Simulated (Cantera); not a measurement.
Cantera run:

```python
import numpy as np
import cantera as ct

gas_names = """
    CL CL2 H HCL H2 N NH NH2 NH3 N2 N2H2 N2H4 Si SiCL SiCL2 SiCL3 SiCL4 SiH SiHCL3 SiH2 SiH2CL2 SiH3
    SiH3CL SiH4 SiN Si2 Si2N Si3
""".split()
cond_names = """
    NH4CL(a) NH4CL(b) Si(cr) Si(L) Si3N4(a)
""".split()


# ... load() reads the species with a 1 bar reference pressure and builds the phases ...
atoms = {
    'Si2Cl6': {'Si': 2, 'CL': 6},
    'NH3': {'N': 1, 'H': 3},
    'H2': {'H': 2},
    'N2': {'N': 2},
}
top_T = {'Si3N4(a)': 2400}  # K; cautious upper limits of use, not melting points


# ... equilibrate(T, P, feed) seeds the gas with the atoms and calls Mixture.equilibrate('TP', solver="vcs", rtol=1e-11, max_steps=5000) ...
results = []
feed = {'Si2Cl6': 1, 'NH3': 5.8, 'H2': 0.66, 'N2': 1.7}  # mol
P = 1000  # Pa
for T in [1550, 1600, 1650, 1700, 1750, 1800, 1850, 1900, 1950, 2000, 2050, 2100]:
    mix = equilibrate(T, P, feed)
    results.append((T, P, feed, dict(zip(mix.species_names, mix.species_moles))))

top = {s: max(r[3][s] / sum(r[3][g] for g in gas_names) for r in results) for s in gas_names}
cols = sorted((s for s in top if top[s] > 1e-05), key=lambda s: -top[s])[:8]
seen = [c for c in cond_names if any(r[3].get(c, 0) > 1e-12 for r in results)]
print("log10 of partial pressures in bar; condensed amounts in mol")
print(f"{'T/K':>10s}" + "".join(f"{s[:9]:>10s}" for s in cols + seen))
for T, P, feed, n in results:
    ng = sum(n[g] for g in gas_names)
    print(f"{T:10.4g}" + "".join(f"{np.log10(max(n[s] / ng * P / 1e5, 1e-99)):10.3f}" for s in cols)
          + "".join(f"{n.get(c, 0):10.4g}" for c in seen))
```

Result:

```
log10 of partial pressures in bar; condensed amounts in mol
       T/K        H2        N2       HCL     SiCL2         H        Si      SiCL        CL     Si(L)  Si3N4(a)
      1550    -2.341    -2.616    -2.620    -3.240    -5.672    -8.342    -7.108    -6.049         0    0.3304
      1600    -2.331    -2.601    -2.690    -3.126    -5.430    -7.626    -6.634    -5.891         0    0.2375
      1650    -2.322    -2.588    -2.767    -3.043    -5.203    -6.955    -6.202    -5.753         0    0.1492
      1700    -2.314    -2.576    -2.848    -2.981    -4.989    -6.322    -5.803    -5.632         0   0.06963
      1750    -2.312    -2.567    -2.895    -2.956    -4.790    -5.824    -5.492    -5.485   0.08934         0
      1800    -2.315    -2.567    -2.884    -2.962    -4.603    -5.498    -5.287    -5.288    0.1128         0
      1850    -2.317    -2.568    -2.874    -2.969    -4.427    -5.191    -5.093    -5.103     0.132         0
      1900    -2.320    -2.569    -2.865    -2.977    -4.261    -4.899    -4.911    -4.927     0.144         0
      1950    -2.324    -2.570    -2.857    -2.985    -4.103    -4.623    -4.738    -4.761    0.1443         0
      2000    -2.329    -2.572    -2.852    -2.995    -3.953    -4.361    -4.575    -4.604    0.1258         0
      2050    -2.335    -2.575    -2.848    -3.007    -3.812    -4.112    -4.422    -4.456   0.07714         0
      2100    -2.344    -2.580    -2.844    -3.024    -3.678    -3.886    -4.284    -4.311         0         0
```

Method: chemical equilibrium by Gibbs-energy minimisation in Cantera with the NASA 1993 tables (ideal gas, pure condensed phases). The feed counts by its element totals alone. The tables' values for SiCl, SiCl3, SiN are old estimates; treat these amounts as uncertain. Gases not in the tables: Si2H6 and higher silanes.
